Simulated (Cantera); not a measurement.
# Transport properties of process gases

Gas mixture: H2O : C2H4 : H2 = 0.82 : 0.4 : 0.37 (molar parts), at 0.0150 bar, frozen composition.

Cantera's kinetic-theory transport with the Lennard-Jones parameters of GRI-Mech 3.0, ideal gas; thermal conductivity in the mixture-averaged form. Polar gases are described roughly by these parameters. The composition is frozen, though it would react at the higher temperatures.

```
T (K)  ρ (kg/m³)  cp (J/kg/K)  μ (µPa s)  λ (mW/m/K)     Pr  D (cm²/s) OH  D (cm²/s) H2O  D (cm²/s) O
-----  ---------  -----------  ---------  ----------  -----  ------------  -------------  -----------
400      0.00759         2243       14.0        62.7  0.500          43.5           31.7         44.2
600      0.00506         2580       20.7        96.2  0.556          89.6           69.1         91.0
800      0.00379         2853       27.0         132  0.586           147            118          150
1000     0.00303         3091       32.9         168  0.605           216            176          219
1200     0.00253         3296       38.4         205  0.617           294            243          298
1400     0.00217         3468       43.7         242  0.625           380            318          387
1600     0.00190         3612       48.6         279  0.630           476            400          483
1800     0.00169         3733       53.3         315  0.632           579            490          588
```
D: mixture-averaged diffusion coefficient of that species in the mixture.
